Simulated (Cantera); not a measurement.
Feed: 1 mol Ca(OH)2, 0.56 mol CO2, 0.34 mol H2, equilibrated at 1327 °C and 120 Pa.

Cantera equilibrium calculation (NASA polynomials, part measured and part estimated; ideal gas, pure solids and liquids). Candidate condensed phases: C, C6H6, C7H8, C8H18, Ca, CaCO3, CaO, Ca(OH)2, H2O; 115 gas species. Kinetics and transport are ignored.

**Question.** What is the equilibrium state?

**Answer.** 
```
Quantity                                    Value
--------------------------------------  ---------
x(H2O)                                      0.615
x(CO2)                                      0.205
x(CO)                                      0.0895
x(H2)                                      0.0893
x(H)                                     0.000469
x(OH)                                    0.000127
x(O2)                                     1.74e-6
x(Ca(OH)2)                                1.25e-6
n(CaO(s))                               1.000 mol
gas amount                              1.901 mol
log10 activity of C(graphite) (absent)      -7.87
log10 activity of Ca(l) (absent)           -10.82
```
